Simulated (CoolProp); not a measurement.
Saturated liquid density (kg/m³) of R114: the reference equation beside estimates from Tc = 420.6 K, pc = 3.352 MPa, ω = 0.252.

Computed with CoolProp (reference Helmholtz-energy equation of state, Platzer 1990). This equation is an older, rougher fit; its heat capacities, sound speeds and derivatives of the liquid may be far off and weren't checked against measurements.

| T (K) | reference | van der Waals | Redlich-Kwong | Soave-Redlich-Kwong | Peng-Robinson |
|---|---|---|---|---|---|
| 323.8 | 1372 | 874.1 | 1247 | 1304 | 1480 |
| 330.1 | 1350 | 859.6 | 1221 | 1279 | 1451 |
| 336.4 | ? | 844.7 | 1194 | 1252 | 1421 |
| 342.7 | 1303 | 829.1 | 1166 | 1224 | 1389 |
| 349 | 1279 | 812.8 | 1136 | 1194 | 1355 |
| 355.3 | 1253 | 795.8 | 1106 | 1162 | 1319 |
| 361.6 | 1225 | 777.9 | 1073 | 1129 | 1281 |
| 367.8 | 1197 | 759.3 | 1040 | 1094 | 1241 |
| 374.1 | 1165 | 739.2 | 1004 | 1056 | 1197 |
| 380.4 | 1132 | ? | 965.4 | 1015 | 1150 |
| 386.7 | 1095 | 694.3 | 923.9 | 970.7 | 1098 |
| 393 | 1053 | 668.7 | 878.7 | 921.8 | 1040 |
| 399.3 | ? | 640.0 | 828.5 | 866.9 | 975.6 |
| 405.6 | 946.4 | 606.8 | 770.9 | ? | 900.7 |
| 411.9 | 869.0 | 565.6 | 700.8 | 725.6 | 808.4 |

### Question
What belongs in the gaps?

### Answer

- 336.4, reference: 1327
- 380.4, van der Waals: 717.6
- 399.3, reference: 1005
- 405.6, Soave-Redlich-Kwong: 803.5

Absolute difference from the reference over all 15 rows, mean and median: van der Waals 36.3 and 36.5 %, Redlich-Kwong 13.6 and 13.1 %, Soave-Redlich-Kwong 9.4 and 8.6 %, Peng-Robinson 4.6 and 4.8 %.
